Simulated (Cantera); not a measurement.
An isothermal plug-flow reactor at 700 K and 2.57 atm (inlet), inlet velocity 1.1 m/s, active area per volume 5500 1/m; feed CO : O2 : N2 : H2O = 0.016 : 0.18 : 0.79 : 0.024 (molar parts), equivalence ratio 0.044.

Detailed kinetics in Cantera: Deutschmann's 1995 Pt surface mechanism with GRI-Mech 3.0 gas chemistry. Catalytic surfaces can have several steady states; this one follows from the mechanism file's or the stated starting coverage. Mass transfer to the wall is taken as infinitely fast.

Task: Predict: x(CO) at z = 0.011 m; x(O2) at z = 0.011 m; x(H2O) at z = 0.011 m; x(CO2) at z = 0.011 m; θ(free Pt) at the exit; θ(O*) at the exit; θ(OH*) at the exit.

Result: 
* **x(CO) at z = 0.011 m**: 0.00496
* **x(O2) at z = 0.011 m**: 0.174
* **x(H2O) at z = 0.011 m**: 0.0239
* **x(CO2) at z = 0.011 m**: 0.0110
* **θ(free Pt) at the exit**: 0.00504
* **θ(O*) at the exit**: 0.991
* **θ(OH*) at the exit**: 0.00344
